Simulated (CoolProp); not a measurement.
Vapour-liquid equilibrium of R227EA (1) + isobutene (2) at 2.82 kPa; x and y are mole fractions of (1).

Values from CoolProp's multi-fluid Helmholtz-energy mixture model, Lemmon 2016 and Lemmon 2005; pair parameters Bell 2016.

```
x      bubble temperature (K)  y at the bubble point  dew temperature at overall composition x (K)  liquid density (mol/L)
-----  ----------------------  ---------------------  --------------------------------------------  ----------------------
0.05                    196.5                  0.295                                         199.8                   12.34
0.125                   194.0                  0.452                                         198.9                   12.16
0.2                     193.1                  0.510                                         197.9                   11.96
0.275                   192.8                  0.532                                         196.8                   11.77
0.35                    192.7                  0.539                                         195.6                   11.58
0.425                   192.7                  0.541                                         194.4                   11.39
0.5                     192.6                  0.542                                         193.2                   11.22
0.575                   192.6                  0.546                                         192.8                   11.06
0.65                    192.7                  0.557                                         193.4                   10.90
0.725                   192.8                  0.580                                         194.2                   10.75
0.8                     193.2                  0.623                                         194.9                   10.61
0.875                   193.9                  0.700                                         195.7                   10.46
0.95                    195.3                  0.840                                         196.4                   10.31
```

y crosses x between x = 0.5 and 0.575: the model has an azeotrope there.

The pair parameters rest on a limited set of measurements; away from them the model extrapolates.
